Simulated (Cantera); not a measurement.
Ignition delay

Mixture: 41.6 % H2, 12.2 % O2, 46.2 % N2, at 0.380 bar, adiabatic and at constant volume. Ignition delay is the time to a rise of 400 K.

Cantera simulation using the H2/O2 subset of GRI-Mech 3.0, which has no nitrogen chemistry; the numbers are that mechanism's predictions, not measurements. Below about 950 K walls govern HO2 and H2O2 in real vessels.

```csv
T0 (K),delay (ms)
925,1.40
1000,0.491
1075,0.262
1150,0.164
1225,0.112
1300,0.0834
```
